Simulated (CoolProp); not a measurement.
A closed Brayton cycle with carbon dioxide: compressor inlet 330.15 K and 8 MPa, high pressure 27.6 MPa, turbine inlet 945 K, compressor efficiency 0.85, turbine efficiency 0.93, recuperator effectiveness 0.9 (on enthalpy, no pinch check). Each further row changes one setting.

Values from CoolProp's reference Helmholtz-energy equation of state, Span 1996.

```tsv
case	thermal efficiency (%)	net work (kJ/kg)	compressor to turbine work	compressor exit (K)	turbine exit (K)
as stated	38.5	118	0.38	440.8	780.4
turbine inlet 895 K	[?]	107	[?]	440.8	736.1
compressor inlet 340.15 K	37.3	111	0.42	456.7	780.4
high pressure 23.5 MPa	37.8	107	[?]	[?]	800.9
recuperator effectiveness 0.5	[?]	118	0.38	440.8	780.4
```

**Question.** Fill in the missing entries.

**Answer.** 
- turbine inlet 895 K, thermal efficiency (%): 36.8
- turbine inlet 895 K, compressor to turbine work: 0.40
- high pressure 23.5 MPa, compressor to turbine work: 0.36
- high pressure 23.5 MPa, compressor exit (K): 425.8
- recuperator effectiveness 0.5, thermal efficiency (%): 25.5
